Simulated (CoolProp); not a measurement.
A simple Rankine cycle with 1,2-dichloroethane: condensing at 310.15 K, boiler at 2.06 MPa, turbine inlet 499 K, turbine efficiency 0.75, pump efficiency 0.6, no recuperator. Each further row changes one setting.

Model: reference Helmholtz-energy equation of state, Thol 2015, in CoolProp.

```csv
case,thermal efficiency (%),net work (kJ/kg),heat in (kJ/kg),turbine exit temperature (K),volume ratio over the turbine
as stated,21.6,___,487,348.9,106
condensing temperature 302.15 K,22.5,112,498,340.9,148
boiler pressure 1.44 MPa,20.7,___,501,366.2,___
turbine efficiency 0.65,18.6,90.8,487,365.2,___
```

Complete the blanks.


- as stated, net work (kJ/kg): 105
- boiler pressure 1.44 MPa, net work (kJ/kg): 104
- boiler pressure 1.44 MPa, volume ratio over the turbine: 69.0
- turbine efficiency 0.65, volume ratio over the turbine: 111
